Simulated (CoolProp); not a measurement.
A single-stage vapour-compression cycle with R365MFC: evaporating at 326.15 K (dew point), condensing at 368.15 K (bubble point), superheat 5 K, subcooling 5 K, compressor efficiency 0.65, no pressure losses. Each further row changes one setting.

Model: reference Helmholtz-energy equation of state, Lemmon 2016, in CoolProp.

```json
[
 {"case": "as stated", "cooling COP": "4.18", "pressure ratio": "3.30", "discharge temperature (K)": "368.1", "refrigerating effect (kJ/kg)": "132", "volumetric capacity (kJ/m³)": "1190"},
 {"case": "evaporating temperature 331.15 K", "cooling COP": "4.96", "pressure ratio": "2.81", "discharge temperature (K)": "368.1", "refrigerating effect (kJ/kg)": "137", "volumetric capacity (kJ/m³)": "1430"},
 {"case": "condensing temperature 363.15 K", "cooling COP": "4.92", "pressure ratio": "2.91", "discharge temperature (K)": "363.2", "refrigerating effect (kJ/kg)": "140", "volumetric capacity (kJ/m³)": "1260"},
 {"case": "subcooling 10 K", "cooling COP": "4.42", "pressure ratio": "3.30", "discharge temperature (K)": "368.1", "refrigerating effect (kJ/kg)": "140", "volumetric capacity (kJ/m³)": "1260"},
 {"case": "superheat 15 K", "cooling COP": "4.31", "pressure ratio": "3.30", "discharge temperature (K)": "377.3", "refrigerating effect (kJ/kg)": "143", "volumetric capacity (kJ/m³)": "1240"},
 {"case": "compressor efficiency 0.55", "cooling COP": "3.54", "pressure ratio": "3.30", "discharge temperature (K)": "371.8", "refrigerating effect (kJ/kg)": "132", "volumetric capacity (kJ/m³)": "1190"}
]
```

The compression ends wet for: as stated; evaporating temperature 331.15 K; subcooling 10 K.
